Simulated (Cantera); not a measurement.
Charge: 1 mol Hg, 1.7 mol N2, equilibrated at 923 K and 52.0 mbar.

These are equilibrium values from Cantera (NASA tables, ideal gas, pure condensed phases), not measurements of a reactor. Candidate condensed phases: Hg; 3 gas species. Kinetics and transport are ignored.

Base state: N2 0.630, Hg 0.370 (mole fractions); condensed: gas only.

**Question.** What changes in the equilibrium state with this change: Hg replaced by HgO?

**Answer.** 
```tsv
species	before	after
N2	0.630	0.531
Hg	0.370	0.312
O2	0	0.156
```
Further candidate phases: HgO.
